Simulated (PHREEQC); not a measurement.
Solution (45 °C): 83 mmol/kgw NaHSO4, 170 mmol/kgw NH3 and 0.81 mmol/kgw NaCl. Closed to the air; pH follows from the charge balance.

Model: ion-association model, phreeqc.dat, run in PHREEQC.

Each row changes one thing in this solution. This is a speciation only: nothing precipitates in the calculation.

```
case                                          pH  ionic strength (mol/kgw)  Na+ (mol/kgw)  SO4-2 (mol/kgw)  NaSO4- (mol/kgw)  HSO4- (mol/kgw)
------------------------------------------  ----  ------------------------  -------------  ---------------  ----------------  ---------------
as made                                     8.97                     0.207         0.0764           0.0618           0.00739          3.91e-9
temperature from 45 to 50 °C                8.84                     0.207         0.0763           0.0618           0.00750          5.94e-9
NaCl left out                               8.96                     0.207     (withheld)           0.0618           0.00733          3.91e-9
NaCl replaced by NaBr at the same molality  8.97                     0.207         0.0764           0.0618           0.00739          3.91e-9
diluted 100-fold with water                 8.70                   0.00250       0.000835         0.000820           3.08e-6         2.15e-10
NH3 left out                                1.58                     0.141     (withheld)           0.0288           0.00412           0.0501
NaCl from 0.00081 to 0.000162 mol/kgw       8.96                     0.207         0.0758           0.0618           0.00734          3.91e-9
temperature from 45 to 35 °C                9.24                     0.207         0.0767           0.0617           0.00715          1.65e-9
NaHSO4 from 0.083 to 0.415 mol/kgw          1.41                     0.694          0.364       (withheld)            0.0517            0.193
```

Problem. Complete the blanks.

Solution. 
- NaCl left out, Na+ (mol/kgw): 0.0757
- NH3 left out, Na+ (mol/kgw): 0.0797
- NaHSO4 from 0.083 to 0.415 mol/kgw, SO4-2 (mol/kgw): 0.139

Away from 25 °C the constants follow the database's enthalpies or fits; those with neither stay at their 25 °C values.
